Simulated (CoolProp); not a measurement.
The fluid at 298.15 K and 0.998 MPa flows at 0.33 m/s in a round tube of 25 mm bore and 45 µm roughness, fully developed (64/Re and Nu = 3.66 if laminar; Colebrook and Gnielinski if turbulent). The same conditions are run with several fluids, on thermodynamics alone (safety and materials aside).

Computed with CoolProp (reference Helmholtz-energy equation of state of each fluid (R410A: Lemmon 2003; carbon dioxide: Span 1996; sulfur hexafluoride: Guder 2009; CH2F2 (R32): Tillner-Roth 1997; methane: Setzmann 1991)). Blends and air are pseudo-pure fits.

### Question
Rank R410A, carbon dioxide, sulfur hexafluoride, CH2F2 (R32), methane by Reynolds number, highest first.

### Answer
sulfur hexafluoride (35600), R410A (21300), CH2F2 (R32) (14800), carbon dioxide (10300), methane (4790)

```
fluid                Darcy friction factor  pressure drop (Pa/m)  heat-transfer coefficient (W/(m² K))  mass flow (kg/h)
-------------------  ---------------------  --------------------  ------------------------------------  ----------------
R410A                               0.0291                  2.16                                  41.7              19.9
carbon dioxide                      0.0333                  1.36                                  24.0              10.9
sulfur hexafluoride                 0.0271                  3.95                                  57.8              39.1
CH2F2 (R32)                         0.0310                  1.63                                  32.2              14.1
methane                             0.0398                 0.569                                  23.2              3.83
```

Transport values come from each fluid's own correlations; those of CH2F2 (R32) are estimates that may be off by 10 % or more.
